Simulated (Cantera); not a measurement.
Source: NASA polynomial tables (part measured, part estimated), evaluated in Cantera. Values are per mole of reaction as written; species without (g) are pure solids or liquids, kept so even where they would boil at 1 bar.

**Question.** Between 1150 and 2200 K, where is each reaction favourable under standard conditions?
- Ta + 2 H2O2(g) = TaO2(g) + 2 H2O(g)
- 2 Ta + 5 H2O2(g) = Ta2O5 + 5 H2O(g)

**Answer.** 
- Ta + 2 H2O2(g) = TaO2(g) + 2 H2O(g): ΔG° is -578 kJ at 1150 K and -715 kJ at 2200 K; it stays negative (K > 1). ΔH° is -438 kJ and ΔS° 126 J/K at 2200 K.
- 2 Ta + 5 H2O2(g) = Ta2O5 + 5 H2O(g): ΔG° is -2402 kJ at 1150 K and -2282 kJ at 2200 K; it stays negative (K > 1). ΔH° is -2401 kJ and ΔS° -54 J/K at 2200 K.
